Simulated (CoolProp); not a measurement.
Properties of n-heptane at several states.

Values from CoolProp's reference Helmholtz-energy equation of state, Span 2003. It is a short technical equation, of lower accuracy than the large ones.

```json
[
 {"T (°C)": "-5.35", "p (bar)": "1.85", "phase": "liquid", "density (kg/m³)": "[?]", "cp (kJ/(kg K))": "[?]", "cv (kJ/(kg K))": "1.676", "expansivity (1/kK)": "1.175", "viscosity (µPa s)": "561", "conductivity (mW/(m K))": "131"},
 {"T (°C)": "265.25", "p (bar)": "45.1", "phase": "liquid", "density (kg/m³)": "[?]", "cp (kJ/(kg K))": "[?]", "cv (kJ/(kg K))": "2.711", "expansivity (1/kK)": "5.937", "viscosity (µPa s)": "[?]", "conductivity (mW/(m K))": "69.2"},
 {"T (°C)": "183.45", "p (bar)": "2.2", "phase": "gas", "density (kg/m³)": "[?]", "cp (kJ/(kg K))": "2.391", "cv (kJ/(kg K))": "2.281", "expansivity (1/kK)": "[?]", "viscosity (µPa s)": "[?]", "conductivity (mW/(m K))": "28.8"}
]
```

### Question
Complete the blanks.

### Answer

- -5.35, density (kg/m³): 705.0
- -5.35, cp (kJ/(kg K)): 2.135
- 265.25, density (kg/m³): 407.0
- 265.25, cp (kJ/(kg K)): 3.644
- 265.25, viscosity (µPa s): 58.6
- 183.45, density (kg/m³): 6.137
- 183.45, expansivity (1/kK): 2.670
- 183.45, viscosity (µPa s): 8.94

Viscosity comes from a separate model (Michailidou 2014). Thermal conductivity comes from a separate model (Assael 2013).
